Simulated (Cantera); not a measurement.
Input (Python, Cantera):

```python
import numpy as np
import cantera as ct

gas = ct.Solution("gri30.yaml")
gas.TPX = 750, 1500000, {'CH4': 1, 'C2H6': 0.19, 'O2': 1.78, 'N2': 6.68}
inlet = ct.Reservoir(gas, clone=True)
gas.equilibrate("HP")  # start burning
reactor = ct.IdealGasConstPressureReactor(gas, energy="on", clone=False)
exhaust = ct.Reservoir(gas, clone=True)
tau = [0.04, 0.013, 0.004, 0.0012, 0.00039, 0.00012, 3.8e-05, 1.2e-05, 3.7e-06][0]
for a, b in ((inlet, reactor), (reactor, exhaust)):
    ct.MassFlowController(a, b, mdot=lambda t: reactor.mass / tau)
net = ct.ReactorNet([reactor])
show = ['CH4', 'C2H6', 'O2', 'C2H4', 'HCO', 'N2O', 'CH2CO']

rows = []
print(f"{'tau/s':>10s}{'T/K':>9s}" + "".join(f"{s:>11s}" for s in show))
for tau in [0.04, 0.013, 0.004, 0.0012, 0.00039, 0.00012, 3.8e-05, 1.2e-05, 3.7e-06]:
    net.initial_time = 0.0
    net.advance(30 * tau)
    before = gas.X
    net.advance(40 * tau)
    drift = np.max(np.abs(gas.X - before) / (gas.X + 1e-9))
    rows.append([gas.T, *gas[show].X, drift])
    print(f"{tau:10.3e}{gas.T:9.1f}" + "".join(f"{x:11.3e}" for x in gas[show].X))
```

It prints:

```
     tau/s      T/K        CH4       C2H6         O2       C2H4        HCO        N2O      CH2CO
 4.000e-02   2256.6  1.230e-04  4.977e-08  2.381e-05  1.635e-07  1.798e-07  9.509e-09  2.100e-07
 1.300e-02   2256.8  3.287e-04  1.686e-07  6.836e-05  7.078e-07  2.021e-07  1.605e-08  6.823e-07
 4.000e-03   2257.7  8.394e-04  6.524e-07  2.085e-04  3.589e-06  2.565e-07  2.845e-08  2.444e-06
 1.200e-03   2258.2  1.830e-03  2.599e-06  6.373e-04  1.671e-05  4.016e-07  4.077e-08  8.549e-06
 3.900e-04   2252.7  3.200e-03  8.878e-06  1.749e-03  5.816e-05  7.511e-07  4.430e-08  2.434e-05
 1.200e-04   2224.9  5.299e-03  3.277e-05  4.980e-03  1.948e-04  1.703e-06  4.554e-08  6.791e-05
 3.800e-05   2110.2  1.061e-02  1.910e-04  1.686e-02  8.378e-04  4.106e-06  7.932e-08  2.495e-04
 1.200e-05    750.0  1.036e-01  1.969e-02  1.845e-01  5.221e-15  6.861e-27  2.919e-21  2.620e-17
 3.700e-06    750.0  1.036e-01  1.969e-02  1.845e-01  4.597e-16  5.013e-28  4.596e-25 -1.669e-22
```

Model: GRI-Mech 3.0 (53 species, 325 reactions), integrated in Cantera. The pressure lies above the range GRI-Mech 3.0 was tuned for (to about 10 atm).
